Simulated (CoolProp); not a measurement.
CH3F (R41) along the isotherm 347.2 K: Z from the reference equation and from simpler models built on Tc = 317.3 K, pc = 5.906 MPa, ω = 0.200; each cubic takes its own stable root.

Model: reference Helmholtz-energy equation of state, Lemmon 2006, in CoolProp. It is a short technical equation, of lower accuracy than the large ones.

```tsv
p (MPa)	phase	reference	van der Waals	Soave-Redlich-Kwong	Peng-Robinson
1.48	gas	0.9246	0.9373	0.9347	0.9262
2.95	gas	0.8450	0.8676	0.8648	0.8486
4.43	gas	0.7584	0.7862	0.7881	0.7651
5.91	supercritical	0.6630	0.6861	0.7029	0.6747
7.38	supercritical	0.5568	0.5502	0.6087	0.5778
8.86	supercritical	0.4426	0.4351	0.5152	0.4849
10.3	supercritical	0.3649	0.4331	0.4632	0.4324
11.8	supercritical	0.3440	0.4572	0.4529	0.4192
13.3	supercritical	0.3497	0.4884	0.4624	0.4255
14.8	supercritical	0.3646	0.5223	0.4800	0.4399
```
